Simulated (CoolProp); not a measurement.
A simple Rankine cycle with cyclohexane: condensing at 327.15 K, boiler at 0.135 MPa, turbine inlet 513.7 K, turbine efficiency 0.9, pump efficiency 0.6, no recuperator. Each further row changes one setting.

The numbers come from the reference Helmholtz-energy equation of state, Zhou 2014 in CoolProp.

```tsv
case	thermal efficiency (%)	net work (kJ/kg)	heat in (kJ/kg)	turbine exit temperature (K)	volume ratio over the turbine
as stated	7.1	51.3	725	490.4	3.10
turbine inlet 533.7 K	6.9	53.4	772	…	3.10
condensing temperature 319.15 K	8.6	64.1	741	…	4.13
boiler pressure 0.0945 MPa	5.0	…	726	497.5	…
turbine efficiency 0.8	6.3	…	725	492.9	3.11
```

**Question.** What belongs in the gaps?

**Answer.** 
- turbine inlet 533.7 K, turbine exit temperature (K): 510.4
- condensing temperature 319.15 K, turbine exit temperature (K): 484.5
- boiler pressure 0.0945 MPa, net work (kJ/kg): 36.0
- boiler pressure 0.0945 MPa, volume ratio over the turbine: 2.19
- turbine efficiency 0.8, net work (kJ/kg): 45.6
